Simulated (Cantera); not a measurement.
A perfectly stirred reactor is fed with 19.6 % NH₃, 80.4 % N₂, at 0.300 bar; it is held at 1700 K, and followed from long to short residence time.

Model: the gas-phase N/H chemistry of the illustrative SiF4/NH3 mechanism in the Surface Chemkin manual (1991), integrated in Cantera. Walls and surfaces, which speed up NH3 decomposition in real reactors, are not modelled.

x: mole fraction; the columns are a selection and need not sum to one.

| τ (s) | x NH₃ | x N₂ | x N | x H₂ | x N₂H₄ | x NH |
|---|---|---|---|---|---|---|
| 8.2 | 0.0706 | 0.772 | 5.44e-8 | 0.157 | 5.53e-9 | ___ |
| 2.4 | 0.121 | 0.785 | 5.49e-8 | 0.0934 | 1.26e-8 | 8.82e-7 |
| 0.71 | 0.164 | 0.796 | 4.32e-8 | 0.0406 | 2.08e-8 | 9.35e-7 |
| 0.21 | 0.185 | 0.801 | 2.17e-8 | 0.0139 | 2.77e-8 | ___ |
| 0.061 | 0.193 | 0.803 | 6.71e-9 | 0.00407 | 3.18e-8 | ___ |
| 0.018 | 0.195 | 0.804 | 1.76e-9 | 0.00108 | 2.99e-8 | ___ |
| 0.0052 | 0.196 | 0.804 | 4.06e-10 | 0.000210 | 1.79e-8 | ___ |
| 0.0015 | 0.196 | 0.804 | 7.77e-11 | 2.75e-5 | 3.53e-9 | ___ |

Question: What belongs in the gaps?

Answer: 
- 8.2, x NH: 7.00e-7
- 0.21, x NH: 8.17e-7
- 0.061, x NH: 6.25e-7
- 0.018, x NH: 4.74e-7
- 0.0052, x NH: 3.04e-7
- 0.0015, x NH: 8.86e-8
